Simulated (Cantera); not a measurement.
Charge: 1 mol SiHCl₃, 0.062 mol HCl, 22 mol H₂, equilibrated at 1098 K and 69.0 Torr.

Cantera equilibrium calculation (NASA polynomials, part measured and part estimated; ideal gas, pure solids and liquids). The tables' values for SiCl₃ are old estimates; treat these amounts as uncertain. Kinetics and transport are ignored.

```tsv
species	before	after
H₂	0.942	0.897
HCl	0.0292	0.0784
SiCl₂	0.00183	0.0237
SiCl₄	0.0171	1.45e-5
SiCl	<1e-9	3.74e-5
Cl	2.20e-9	3.85e-5
SiH₂	1.18e-9	1.52e-5
Si	<1e-9	1.07e-5
H	7.91e-8	0.000569
SiHCl₃	0.00803	3.41e-5
Si(s), mol	0.323	0
Si(l), mol	0	0.417
```
Gas species are given as mole fractions.

Question: What was changed between the two runs?
A. temperature from 1098 K to 1348 K
B. H₂ from 22 to 440 mol
C. temperature from 1098 K to 1723 K
D. temperature from 1098 K to 1175 K

Answer: C, temperature from 1098 K to 1723 K. The tables' values for SiCl₃, SiCl are old estimates; treat these amounts as uncertain. Gases not in the tables: Si₂H₆ and higher silanes
